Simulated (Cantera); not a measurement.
Feed: 1 mol SiC, 0.0091 mol O₂, 53 mol H₂, equilibrated at 135 Torr.

Equilibrium computed with Cantera from the NASA thermochemical tables; the gas is ideal and each condensed phase is pure. Candidate condensed phases: C, C₆H₆, C₇H₈, C₈H₁₈, H₂O, Si, SiC, SiO₂; 123 gas species. Mutual solubility and eutectic melting of coexisting phases are not modelled. The tables hold silica as quartz up to 1696 K and as liquid above; real silica turns to tridymite and cristobalite and melts near 1996 K. The numbers say what is thermodynamically allowed, not how fast it happens. All values below are at 1348 K.

Base state: H₂ 1.000, CO 9.14e-5, CH₄ 5.18e-5, SiO 3.62e-5 (mole fractions); condensed: SiC(s) + SiO₂(β-quartz).

Question: What changes in the equilibrium state with this change: pressure from 135 Torr to 750 Torr?

Answer: 
```csv
species,before,after
H₂,1.000,1.000
CH₄,5.18e-5,0.000165
SiO,3.62e-5,8.61e-6
CO,9.14e-5,7.13e-6
"SiC(s), mol",0.992,0.991
"SiO₂(β-quartz), mol",0.00567,0.00864
```
